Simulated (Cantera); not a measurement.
Adiabatic ignition

An adiabatic, constant-pressure homogeneous reactor starts with CH3OH : O2 : N2 : CO2 = 1 : 0.789 : 2.97 : 0.31 (molar parts), at 1550 K and 5.20 bar.

Cantera simulation using GRI-Mech 3.0 (53 species, 325 reactions); the numbers are that mechanism's predictions, not measurements. GRI-Mech 3.0 was tuned for natural gas; its chemistry of methanol as a main component is partial and can be far from experiment.

| t (s) | T (K) | x CH3OH | x O2 | x CO2 | x CH2 | x C2H6 |
|---|---|---|---|---|---|---|
| 6.00e-6 | 1550 | 0.196 | 0.155 | 0.0611 | 2.04e-7 | 3.05e-7 |
| 1.47e-5 | 1559 | 0.188 | 0.151 | 0.0609 | 2.28e-7 | 5.06e-7 |
| 3.59e-5 | 2467 | <1e-12 | 0.00184 | 0.0627 | 1.85e-12 | <1e-12 |
| 8.77e-5 | 2616 | <1e-12 | 0.000228 | 0.0633 | 2.25e-12 | <1e-12 |
| 0.000214 | 2623 | <1e-12 | 0.000177 | 0.0634 | 2.27e-12 | <1e-12 |
| 0.000524 | 2623 | <1e-12 | 0.000175 | 0.0633 | 2.27e-12 | <1e-12 |
| 0.00128 | 2622 | <1e-12 | 0.000173 | 0.0633 | 2.27e-12 | <1e-12 |
| 0.00313 | 2620 | <1e-12 | 0.000170 | 0.0632 | 2.27e-12 | <1e-12 |
| 0.00766 | 2620 | <1e-12 | 0.000170 | 0.0632 | 2.27e-12 | <1e-12 |
| 0.0187 | 2620 | <1e-12 | 0.000169 | 0.0632 | 2.27e-12 | <1e-12 |
| 0.0458 | 2620 | <1e-12 | 0.000169 | 0.0632 | 2.27e-12 | <1e-12 |
| 0.112 | 2620 | <1e-12 | 0.000169 | 0.0632 | 2.27e-12 | <1e-12 |
| 0.274 | 2620 | <1e-12 | 0.000169 | 0.0632 | 2.27e-12 | <1e-12 |
| 0.669 | 2620 | <1e-12 | 0.000169 | 0.0632 | 2.27e-12 | <1e-12 |
| 1.64 | 2620 | <1e-12 | 0.000169 | 0.0632 | 2.27e-12 | <1e-12 |
| 4.00 | 2620 | <1e-12 | 0.000169 | 0.0632 | 2.27e-12 | <1e-12 |
x: mole fraction; the columns are a selection and need not sum to one.

| Property | Result |
|---|---|
| time of steepest temperature rise | 27.7 µs |
| temperature at 4.00 s | 2620 K |
| equilibrium temperature | 2620 K |
| x(CH3OH) at 4.00 s | <1e-12 (gas-phase equilibrium <1e-12) |
| x(O2) at 4.00 s | 0.000169 (gas-phase equilibrium 0.000169) |
| x(CO2) at 4.00 s | 0.0632 (gas-phase equilibrium 0.0632) |
